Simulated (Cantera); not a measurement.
Cantera run, input and output.

```python
import numpy as np
import cantera as ct

gas = ct.Solution("gri30.yaml")
gas.TPX = 400, 63000, {'CO': 1, 'H2': 0.086, 'CH4': 0.094, 'O2': 1.41, 'N2': 5.29}
inlet = ct.Reservoir(gas, clone=True)
gas.equilibrate("HP")  # start burning
reactor = ct.IdealGasConstPressureReactor(gas, energy="on", clone=False)
exhaust = ct.Reservoir(gas, clone=True)
tau = [0.12, 0.052, 0.023, 0.0097, 0.0042, 0.0018, 0.00079, 0.00034, 0.00015, 6.4e-05, 2.8e-05, 1.2e-05, 5.2e-06][0]
for a, b in ((inlet, reactor), (reactor, exhaust)):
    ct.MassFlowController(a, b, mdot=lambda t: reactor.mass / tau)
net = ct.ReactorNet([reactor])
show = ['CO', 'H2', 'CH4', 'HCO', 'H']

rows = []
print(f"{'tau/s':>10s}{'T/K':>9s}" + "".join(f"{s:>11s}" for s in show))
for tau in [0.12, 0.052, 0.023, 0.0097, 0.0042, 0.0018, 0.00079, 0.00034, 0.00015, 6.4e-05, 2.8e-05, 1.2e-05, 5.2e-06]:
    net.initial_time = 0.0
    net.advance(30 * tau)
    before = gas.X
    net.advance(40 * tau)
    drift = np.max(np.abs(gas.X - before) / (gas.X + 1e-9))
    rows.append([gas.T, *gas[show].X, drift])
    print(f"{tau:10.3e}{gas.T:9.1f}" + "".join(f"{x:11.3e}" for x in gas[show].X))
```

Result:

```
     tau/s      T/K         CO         H2        CH4        HCO          H
 1.200e-01   1786.5  2.370e-03  1.310e-04  1.683e-06  5.511e-09  8.098e-05
 5.200e-02   1769.4  3.929e-03  2.174e-04  2.774e-06  1.295e-08  1.773e-04
 2.300e-02   1743.7  6.279e-03  3.479e-04  4.573e-06  2.952e-08  3.718e-04
 9.700e-03   1702.7  9.978e-03  5.507e-04  8.018e-06  6.945e-08  7.805e-04
 4.200e-03   1645.1  1.517e-02  8.171e-04  1.470e-05  1.554e-07  1.508e-03
 1.800e-03   1561.2  2.311e-02  1.142e-03  3.059e-05  3.420e-07  2.671e-03
 7.900e-04   1431.1  3.809e-02  1.487e-03  8.507e-05  7.307e-07  3.780e-03
 3.400e-04    400.0  1.269e-01  1.091e-02  1.193e-02  3.071e-32  2.603e-28
 1.500e-04    400.0  1.269e-01  1.091e-02  1.193e-02  1.337e-32  1.133e-28
 6.400e-05    400.0  1.269e-01  1.091e-02  1.193e-02  6.355e-33  5.389e-29
 2.800e-05    400.0  1.269e-01  1.091e-02  1.193e-02  2.744e-33  2.329e-29
 1.200e-05    400.0  1.269e-01  1.091e-02  1.193e-02  1.091e-33  9.270e-30
 5.200e-06    400.0  1.269e-01  1.091e-02  1.193e-02  4.228e-34  3.606e-30
```

Model: GRI-Mech 3.0 (53 species, 325 reactions), integrated in Cantera.
